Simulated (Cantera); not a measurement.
## Thermodynamics of silicon etching in halogen gases, feed Si + Cl2 + N2

Input: 1 mol Si, 5 mol Cl2, a varied amount of N2, equilibrated at 677 °C and 10.0 Torr.

Equilibrium computed with Cantera from the NASA thermochemical tables; the gas is ideal and each condensed phase is pure. Candidate condensed phases: Si, Si3N4; 13 gas species. The numbers say what is thermodynamically allowed, not how fast it happens.

From 5 mol N2 to 96 mol N2 nothing is condensed. The main Si-bearing gas is SiCl4 throughout.

```
n(N2) (mol)   x N2   x Cl2  x SiCl4      x Cl
-----------  -----  ------  -------  --------
5            0.555   0.333    0.111  0.000884
6.8          0.629   0.277   0.0926  0.000807
9.1          0.694   0.229   0.0763  0.000733
12           0.750   0.187   0.0625  0.000663
16           0.800   0.150   0.0500  0.000593
22           0.846   0.115   0.0385  0.000520
30           0.882  0.0880   0.0294  0.000455
40           0.909  0.0680   0.0227  0.000399
53           0.930  0.0524   0.0175  0.000351
72           0.947  0.0393   0.0132  0.000304
96           0.960  0.0299  0.01000  0.000265
```
x: gas mole fraction; nothing condenses.
